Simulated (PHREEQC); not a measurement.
A column of 1 m (40 cells, dispersivity 0.035 m, 720 s a shift, diffusion coefficient 3e-10 m²/s) holds 0.016 eq of the database's cation exchanger X per kg of pore water, first in equilibrium with 0.036 mol CdCl2, 0.045 mol MnCl2 and 1e-05 mol HCl per kg of water. It is flushed with 10 mmol/kgw CdCl2, 4 mmol/kgw ZnSO4 and 0.01 mmol/kgw HCl, at 25 °C. Values are for the last cell. No CO2 enters from the air. Nothing may precipitate in this run.

The series has 33 steps of pore volumes, from 0 to 4.013.

Model: ion-association model, phreeqc.dat, run in PHREEQC.

Problem. After how many pore volumes does S at the outlet first reach half of its feed value?

Solution. By 1.0 pore volumes.

Problem. After how many pore volumes does Zn at the outlet first reach half of its feed value?

Solution. By 1.9 pore volumes.

Species that the database lacks are ignored.
